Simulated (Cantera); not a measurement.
Charge: 1 mol TEOS, a varied amount of O₂, equilibrated at 1750 K and 10000 Pa.

Method: chemical equilibrium by Gibbs-energy minimisation in Cantera with the NASA 1993 tables (ideal gas, pure condensed phases). Candidate condensed phases: C, C₆H₆, C₇H₈, C₈H₁₈, H₂O, Si, SiC, SiO₂; 123 gas species. The feed counts by its element totals alone. The tables hold silica as quartz up to 1696 K and as liquid above; real silica turns to tridymite and cristobalite and melts near 1996 K. Rates play no part.

Which condensed phases are stable at each of these points (n(O₂) (mol)): 0.11, 0.2, 0.36, 0.65, 1.2, 2, 3.6?


```tsv
n(O₂) (mol)	condensed phases	Si condensed (%)
0.11	C(graphite) + SiC(s)	98.0
0.2	C(graphite) + SiC(s)	97.9
0.36	C(graphite) + SiC(s)	97.7
0.65	C(graphite) + SiC(s)	97.5
1.2	C(graphite) + SiC(s)	96.9
2	SiC(s)	50.0
3.6	SiO₂(condensed)	99.9
```

From 0.11 mol O₂ to 1.2 mol O₂ the condensed part is C(graphite) + SiC(s). At 2 mol O₂ the condensed part is SiC(s). At 3.6 mol O₂ the condensed part is SiO₂(condensed).
